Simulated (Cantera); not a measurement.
A perfectly stirred reactor is fed with 13.9 % CH₄, 17.4 % O₂, 65.6 % N₂, 3.07 % CO₂, equivalence ratio 1.6, at 0.681 atm; it is adiabatic with a 748 K inlet, and is followed from long to short residence time, starting on the burning branch (τ in s: 0.13, 0.063, 0.03, 0.015, 0.0072, 0.0035, 0.0017, 0.00083, 0.0004, 0.0002, 9.6e-05).

Detailed kinetics in Cantera: GRI-Mech 3.0 (53 species, 325 reactions).

Q: Predict: blow-out, bracketed by the residence times tried; x(CH₄) at τ = 0.130 s; x(O₂) at τ = 0.130 s; x(CO₂) at τ = 0.130 s; x(NO) at τ = 0.130 s; x(N₂O) at τ = 0.130 s; x(CH₄) at τ = 3.50 ms; x(O₂) at τ = 3.50 ms; x(CO₂) at τ = 3.50 ms; x(NO) at τ = 3.50 ms; x(N₂O) at τ = 3.50 ms.

A: 
```
Quantity                                                                         Value
------------------------------------------------  ------------------------------------
blow-out, bracketed by the residence times tried  burning at 0.400 ms, out at 0.200 ms
x(CH₄) at τ = 0.130 s                                                         0.000120
x(O₂) at τ = 0.130 s                                                           7.24e-5
x(CO₂) at τ = 0.130 s                                                           0.0462
x(NO) at τ = 0.130 s                                                          0.000179
x(N₂O) at τ = 0.130 s                                                          1.29e-8
x(CH₄) at τ = 3.50 ms                                                          0.00110
x(O₂) at τ = 3.50 ms                                                           0.00144
x(CO₂) at τ = 3.50 ms                                                           0.0464
x(NO) at τ = 3.50 ms                                                          0.000159
x(N₂O) at τ = 3.50 ms                                                          7.98e-8
```
